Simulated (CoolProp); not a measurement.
Saturation properties of n-heptane (Tc = 268.1 °C, pc = 2774 kPa, ω = 0.349).

Values from CoolProp's reference Helmholtz-energy equation of state, Span 2003. It is a short technical equation, of lower accuracy than the large ones.

| T (°C) | p (kPa) | vapour density (kg/m³) | enthalpy of vaporisation (kJ/kg) | surface tension (mN/m) | liquid viscosity (µPa s) |
|---|---|---|---|---|---|
| 80.75 | … | 2.068 | 329.3 | … | 229 |
| 99.65 | 105.2 | 3.595 | … | … | 196 |
| 118.55 | 176.8 | 5.902 | 301.7 | … | 168 |
| 137.45 | 281.5 | 9.258 | 286.2 | 9.16 | 145 |
| 156.35 | 427.9 | 14.02 | 269.1 | 7.53 | 126 |
| 175.25 | 625.6 | 20.70 | … | 5.97 | 108 |
| 194.15 | 885.5 | … | 227.8 | 4.47 | 93.1 |
| 213.05 | … | 43.63 | 201.4 | 3.07 | 79.0 |
| 231.95 | 1643 | 64.34 | 167.9 | 1.78 | 65.6 |

Some entries are withheld; supply them.


- 80.75, p (kPa): 58.52
- 80.75, surface tension (mN/m): 14.3
- 99.65, enthalpy of vaporisation (kJ/kg): 316.0
- 99.65, surface tension (mN/m): 12.6
- 118.55, surface tension (mN/m): 10.8
- 175.25, enthalpy of vaporisation (kJ/kg): 249.9
- 194.15, vapour density (kg/m³): 30.10
- 213.05, p (kPa): 1220

It boils at 98.4 °C under 1 atm.

Viscosity comes from a separate model (Michailidou 2014). Surface tension comes from a separate correlation (Mulero 2012).
